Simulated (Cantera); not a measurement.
Input (Python, Cantera) and output of one run.

```python
import numpy as np
import cantera as ct

gas_names = """
    H HO2 H2 H2O H2O2 Mg MgH MgO MgOH MgO2H2 Mg2 O OH O2 O3
""".split()
cond_names = """
    H2O(s) H2O(L) Mg(cr) Mg(L) MgO(s) MgO(L) MgO2H2(s)
""".split()


# ... load() reads the species with a 1 bar reference pressure and builds the phases ...
atoms = {
    'MgO': {'Mg': 1, 'O': 1},
    'H2': {'H': 2},
}
top_T = {}  # K; cautious upper limits of use, not melting points


# ... equilibrate(T, P, feed) seeds the gas with the atoms and calls Mixture.equilibrate('TP', solver="vcs", rtol=1e-11, max_steps=5000) ...
results = []
feed = {'MgO': 1, 'H2': 1.5}  # mol
P = 170  # Pa
for T in [1450, 1600, 1750, 1900, 2050, 2200, 2350, 2500, 2650, 2800, 2950]:
    mix = equilibrate(T, P, feed)
    results.append((T, P, feed, dict(zip(mix.species_names, mix.species_moles))))
    x = sorted(zip(gas.X, gas.species_names), reverse=True)
    print(f"T = {T:g} K  P = {P:g} Pa  gas = {mix.phase_moles(0):.4g} mol")
    print("   x: " + "  ".join(f"{s} {v:.3e}" for v, s in x if v > 0.0001))
    print("   condensed (mol): " + ("  ".join(f"{mix.phase(i).name} {mix.phase_moles(i):.4g}"
          for i in range(1, mix.n_phases) if mix.phase_moles(i) > 1e-12) or "none"))
```

Output:

```
T = 1450 K  P = 170 Pa  gas = 1.501 mol
   x: H2 9.990e-01  H2O 3.931e-04  Mg 3.930e-04  H 2.293e-04
   condensed (mol): MgO(s) 0.9994
T = 1600 K  P = 170 Pa  gas = 1.505 mol
   x: H2 9.935e-01  H2O 2.572e-03  Mg 2.571e-03  H 1.314e-03
   condensed (mol): MgO(s) 0.9961
T = 1750 K  P = 170 Pa  gas = 1.522 mol
   x: H2 9.705e-01  H2O 1.197e-02  Mg 1.197e-02  H 5.557e-03
   condensed (mol): MgO(s) 0.9818
T = 1900 K  P = 170 Pa  gas = 1.581 mol
   x: H2 8.973e-01  Mg 4.218e-02  H2O 4.214e-02  H 1.823e-02
   condensed (mol): MgO(s) 0.9332
T = 2050 K  P = 170 Pa  gas = 1.741 mol
   x: H2 7.239e-01  Mg 1.144e-01  H2O 1.136e-01  H 4.681e-02  OH 8.029e-04  MgOH 3.705e-04
   condensed (mol): MgO(s) 0.8
T = 2200 K  P = 170 Pa  gas = 2.095 mol
   x: H2 4.410e-01  Mg 2.332e-01  H2O 2.254e-01  H 9.071e-02  OH 6.471e-03  MgOH 1.512e-03  O 9.277e-04  MgO 4.313e-04  O2 2.000e-04  MgH 1.109e-04
   condensed (mol): MgO(s) 0.5071
T = 2350 K  P = 170 Pa  gas = 2.798 mol
   x: Mg 3.499e-01  H2O 2.770e-01  H2 1.765e-01  H 1.271e-01  OH 3.438e-02  O 1.673e-02  O2 1.092e-02  MgO 3.727e-03  MgOH 3.581e-03  MgH 1.131e-04  MgO2H2 1.043e-04
   condensed (mol): none
T = 2500 K  P = 170 Pa  gas = 3.202 mol
   x: Mg 3.069e-01  H 2.431e-01  H2O 1.614e-01  H2 1.590e-01  O 5.147e-02  OH 5.116e-02  O2 2.145e-02  MgO 3.686e-03  MgOH 1.609e-03  MgH 1.003e-04
   condensed (mol): none
T = 2650 K  P = 170 Pa  gas = 3.816 mol
   x: H 3.860e-01  Mg 2.589e-01  H2 1.153e-01  O 1.054e-01  H2O 6.006e-02  OH 4.900e-02  O2 2.226e-02  MgO 2.614e-03  MgOH 5.055e-04
   condensed (mol): none
T = 2800 K  P = 170 Pa  gas = 4.398 mol
   x: H 4.976e-01  Mg 2.257e-01  O 1.537e-01  H2 6.287e-02  OH 3.090e-02  H2O 1.389e-02  O2 1.362e-02  MgO 1.503e-03  MgOH 1.197e-04
   condensed (mol): none
T = 2950 K  P = 170 Pa  gas = 4.735 mol
   x: H 5.558e-01  Mg 2.103e-01  O 1.805e-01  H2 2.878e-02  OH 1.516e-02  O2 6.122e-03  H2O 2.459e-03  MgO 8.056e-04
   condensed (mol): none
```

Method: chemical equilibrium by Gibbs-energy minimisation in Cantera with the NASA 1993 tables (ideal gas, pure condensed phases). The tables' values for MgH are old estimates; treat these amounts as uncertain.
